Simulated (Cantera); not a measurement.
An adiabatic, constant-volume homogeneous reactor starts with H₂ : O₂ : N₂ = 1 : 0.847 : 3.19 (molar parts), at 975 K and 10500 Torr. Integrator tolerance rtol = 1e-08.

Cantera simulation using GRI-Mech 3.0 (53 species, 325 reactions); the numbers are that mechanism's predictions, not measurements. The hydrogen kinetics of GRI-Mech 3.0 are dated; newer H2 mechanisms differ, most at raised pressure. The pressure lies above the range GRI-Mech 3.0 was tuned for (to about 10 atm).

Task: What does this change do: N2 3.19 to 4.7 parts?

Result: 
```tsv
quantity	before	after
time of steepest temperature rise	16.1 ms	19.7 ms
temperature at 4.00 s	2629 K	2318 K
equilibrium temperature	2629 K	2318 K
x(H₂) at 4.00 s	0.00153 (gas-phase equilibrium 0.00153)	0.000297 (gas-phase equilibrium 0.000297)
x(O₂) at 4.00 s	0.0664 (gas-phase equilibrium 0.0664)	0.0525 (gas-phase equilibrium 0.0525)
x(HO₂) at 4.00 s	2.92e-5 (gas-phase equilibrium 2.92e-5)	9.15e-6 (gas-phase equilibrium 9.15e-6)
x(H) at 4.00 s	0.000291 (gas-phase equilibrium 0.000291)	3.32e-5 (gas-phase equilibrium 3.32e-5)
x(N₂O) at 4.00 s	4.60e-6 (gas-phase equilibrium 4.60e-6)	2.47e-6 (gas-phase equilibrium 2.47e-6)
```

Task: What does this change do: O2 0.847 to 0.66 parts?

Result: 
```json
[
 {"quantity": "time of steepest temperature rise", "before": "16.1 ms", "after": "16.0 ms"},
 {"quantity": "temperature at 4.00 s", "before": "2629 K", "after": "2694 K"},
 {"quantity": "equilibrium temperature", "before": "2629 K", "after": "2694 K"},
 {"quantity": "x(H₂) at 4.00 s", "before": "0.00153 (gas-phase equilibrium 0.00153)", "after": "0.00310 (gas-phase equilibrium 0.00310)"},
 {"quantity": "x(O₂) at 4.00 s", "before": "0.0664 (gas-phase equilibrium 0.0664)", "after": "0.0297 (gas-phase equilibrium 0.0297)"},
 {"quantity": "x(HO₂) at 4.00 s", "before": "2.92e-5 (gas-phase equilibrium 2.92e-5)", "after": "1.90e-5 (gas-phase equilibrium 1.90e-5)"},
 {"quantity": "x(H) at 4.00 s", "before": "0.000291 (gas-phase equilibrium 0.000291)", "after": "0.000528 (gas-phase equilibrium 0.000528)"},
 {"quantity": "x(N₂O) at 4.00 s", "before": "4.60e-6 (gas-phase equilibrium 4.60e-6)", "after": "3.60e-6 (gas-phase equilibrium 3.60e-6)"}
]
```

Task: What does this change do: pressure from 10500 Torr to 255 Torr?

Result: 
```csv
quantity,before,after
time of steepest temperature rise,16.1 ms,0.619 ms
temperature at 4.00 s,2629 K,2519 K
equilibrium temperature,2629 K,2519 K
x(H₂) at 4.00 s,0.00153 (gas-phase equilibrium 0.00153),0.00576 (gas-phase equilibrium 0.00576)
x(O₂) at 4.00 s,0.0664 (gas-phase equilibrium 0.0664),0.0662 (gas-phase equilibrium 0.0662)
x(HO₂) at 4.00 s,2.92e-5 (gas-phase equilibrium 2.92e-5),8.48e-6 (gas-phase equilibrium 8.48e-6)
x(H) at 4.00 s,0.000291 (gas-phase equilibrium 0.000291),0.00233 (gas-phase equilibrium 0.00233)
x(N₂O) at 4.00 s,4.60e-6 (gas-phase equilibrium 4.60e-6),5.81e-7 (gas-phase equilibrium 5.81e-7)
```
